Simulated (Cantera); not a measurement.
Predominance diagram of Na at 1152 °C against the partial pressures of O2 and S2 (log10, bar). Cantera with NASA thermochemical tables; ideal gases at 1 bar, condensed phases pure. Candidates: Na(l), Na2O(l), Na2S(s), Na2SO4(l). Only these pure phases compete in this equilibrium. Not in the tables: pyrosulfates.

Which phase is stable at these pairs, and which metal-bearing vapour leads over it? (-8.1, -5); (-10.3, -8); (-8.8, -5); (-7.3, -3); (-11, -7); (-5.9, -8); (-10.3, -7)


| log p(O2) | log p(S2) | phase | chief vapour | log p (bar) |
|---|---|---|---|---|
| -8.1 | -5 | Na2SO4(l) | Na | -4.7 |
| -10.3 | -8 | Na2S(s) | Na | -1.9 |
| -8.8 | -5 | Na2SO4(l) | Na | -4.0 |
| -7.3 | -3 | Na2SO4(l) | Na2SO4 | -5.0 |
| -11 | -7 | Na2S(s) | Na | -2.2 |
| -5.9 | -8 | Na2SO4(l) | Na2SO4 | -5.0 |
| -10.3 | -7 | Na2S(s) | Na | -2.2 |
